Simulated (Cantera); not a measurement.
An isothermal, constant-pressure homogeneous reactor starts with NO : N₂ = 1 : 2.6 (molar parts), at 2098 K and 1.00 bar. Integrator tolerance rtol = 1e-08.

Model: GRI-Mech 3.0 (53 species, 325 reactions), integrated in Cantera.

### Question
What does this change do: temperature 2098 to 1575 K?

### Answer
| quantity | before | after |
|---|---|---|
| x(NO) at 70.0 s | 0.00829 (gas-phase equilibrium 0.00829) | 0.143 (gas-phase equilibrium 0.00148) |
| x(O₂) at 70.0 s | 0.134 (gas-phase equilibrium 0.134) | 0.0672 (gas-phase equilibrium 0.138) |
| x(O) at 70.0 s | 0.000506 (gas-phase equilibrium 0.000506) | 2.82e-6 (gas-phase equilibrium 4.00e-6) |
| x(N₂) at 70.0 s | 0.857 (gas-phase equilibrium 0.857) | 0.790 (gas-phase equilibrium 0.860) |
| x(NO₂) at 70.0 s | 9.77e-6 (gas-phase equilibrium 9.77e-6) | 0.000348 (gas-phase equilibrium 5.15e-6) |
